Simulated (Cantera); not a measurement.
Input: 1 mol SiCl4, 0.34 mol NH3, 26 mol H2, at 1602 °C and 2.30 mbar.

Method: chemical equilibrium by Gibbs-energy minimisation in Cantera with the NASA 1993 tables (ideal gas, pure condensed phases). Candidate condensed phases: NH4Cl, Si, Si3N4; 28 gas species. The tables' values for SiCl, SiCl3 are old estimates; treat these amounts as uncertain. Gases not in the tables: Si2H6 and higher silanes. Equilibrium is a limit: real reactors are often held back by kinetics, nucleation or transport.

Base state: H2 0.864, HCl 0.0869, SiCl2 0.0244, H 0.0127, N2 0.00585, Si 0.00394, SiCl 0.000997, Cl 0.000968 (mole fractions); condensed: Si(l).

Problem. What changes in the equilibrium state with this change: temperature from 1602 °C to 627 °C?

Solution. 
| species | before | after |
|---|---|---|
| H2 | 0.864 | 0.934 |
| HCl | 0.0869 | 0.0387 |
| SiCl4 | 9.38e-8 | 0.0249 |
| H | 0.0127 | 2.36e-9 |
| SiCl2 | 0.0244 | 4.49e-5 |
| Si | 0.00394 | <1e-9 |
| SiCl | 0.000997 | <1e-9 |
| Si(l), mol | 0.138 | 0 |
| Si3N4(s), mol | 0 | 0.0850 |
The tables' values for SiCl3 are old estimates; treat these amounts as uncertain.
